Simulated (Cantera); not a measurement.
A closed system holds: 1 mol Si, 3.3 mol HCl, 7.3 mol H₂, equilibrated at 1.00 bar.

These are equilibrium values from Cantera (NASA tables, ideal gas, pure condensed phases), not measurements of a reactor. Candidate condensed phases: Si; 19 gas species. The tables' values for SiCl₃, SiCl are old estimates; treat these amounts as uncertain. Gases not in the tables: Si₂H₆ and higher silanes. Kinetics and transport are ignored.

x: gas mole fraction; n: condensed amount in mol.

```
T (K)   x H₂     x HCl   x SiCl₂  x SiCl₄  x SiHCl₃   x SiCl₃  n Si(s)  n Si(l)
-----  -----  --------  --------  -------  --------  --------  -------  -------
500    0.903   1.75e-6    <1e-12   0.0525    0.0430   1.95e-9   0.0651        0
600    0.903   3.21e-5  5.03e-10   0.0535    0.0414   1.38e-7   0.0671        0
700    0.904  0.000253   5.04e-8   0.0544    0.0398   2.88e-6   0.0700        0
800    0.903   0.00118   1.57e-6   0.0552    0.0383   2.79e-5   0.0745        0
900    0.901   0.00385   2.24e-5   0.0553    0.0368  0.000161      [?]        0
1000   0.897   0.00985  0.000184   0.0545    0.0350  0.000643      [?]        0
1100   0.889    0.0209  0.000999   0.0518    0.0326   0.00193      [?]        0
1200   0.876    0.0381   0.00392   0.0463    0.0289   0.00455      [?]        0
1300   0.856    0.0610    0.0116   0.0369    0.0236   0.00849    0.178        0
1400   0.833    0.0860    0.0262   0.0244    0.0167    0.0123    0.177        0
1500   0.810     0.107    0.0454   0.0126   0.00991    0.0134      [?]        0
1600   0.795     0.120    0.0624  0.00519   0.00496    0.0115      [?]        0
1700   0.787     0.127    0.0732  0.00191   0.00229   0.00843      [?]   0.0923
```

Complete the blanks.


- 900, n Si(s): 0.0833
- 1000, n Si(s): 0.0994
- 1100, n Si(s): 0.125
- 1200, n Si(s): 0.155
- 1500, n Si(s): 0.150
- 1600, n Si(s): 0.115
- 1700, n Si(s): 0
